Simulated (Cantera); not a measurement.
A perfectly stirred reactor is fed with CH3OH : O2 : N2 = 1 : 2.59 : 9.72 (molar parts), at 0.340 bar; it is adiabatic with a 398 K inlet, and is followed from long to short residence time, starting on the burning branch (τ in s: 0.45, 0.12, 0.035, 0.0097, 0.0027, 0.00076, 0.00021, 5.9e-05, 1.6e-05, 4.6e-06).

Model: GRI-Mech 3.0 (53 species, 325 reactions), integrated in Cantera. GRI-Mech 3.0 was tuned for natural gas; its chemistry of methanol as a main component is partial and can be far from experiment.

Q: Predict: blow-out, bracketed by the residence times tried; x(CH3OH) at τ = 0.450 s; x(O2) at τ = 0.450 s; x(NO2) at τ = 0.450 s; x(HCO) at τ = 0.450 s; x(CH3OH) at τ = 0.760 ms; x(O2) at τ = 0.760 ms.

A: blow-out, bracketed by the residence times tried: burning at 2.70 ms, out at 0.760 ms
x(CH3OH) at τ = 0.450 s: 2.06e-6
x(O2) at τ = 0.450 s: 0.0787
x(NO2) at τ = 0.450 s: 1.72e-8
x(HCO) at τ = 0.450 s: 2.52e-8
x(CH3OH) at τ = 0.760 ms: 0.0751
x(O2) at τ = 0.760 ms: 0.195
